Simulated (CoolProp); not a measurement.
Vapour-liquid equilibrium of R143a (1) + R236FA (2) at 0.0333 MPa; x and y are mole fractions of (1).

Values from CoolProp's multi-fluid Helmholtz-energy mixture model, Lemmon and Jacobsen 2000 and Pan 2012; pair parameters Bell 2016.

```csv
x,"bubble temperature, mixture model (K)","bubble temperature, Raoult's law (K)","y, mixture model","y, Raoult's law"
0.05,242.7,241.9,0.271,0.307
0.15,234.3,233.0,0.594,0.630
0.25,227.8,226.5,0.760,0.783
0.35,222.6,221.6,0.852,0.864
0.45,218.5,217.7,0.907,0.913
0.55,215.1,214.5,0.941,0.943
0.65,212.2,211.8,0.963,0.964
0.75,209.7,209.5,0.978,0.979
0.85,207.6,207.5,0.989,0.989
0.95,205.8,205.8,0.997,0.997
```

The largest gap from Raoult's law is +1.3 K in bubble temperature, at x = 0.15. No azeotrope shows between x = 0.05 and 0.95.

Pair parameters are fitted to limited data, so mixtures are less certain than the pure fluids.
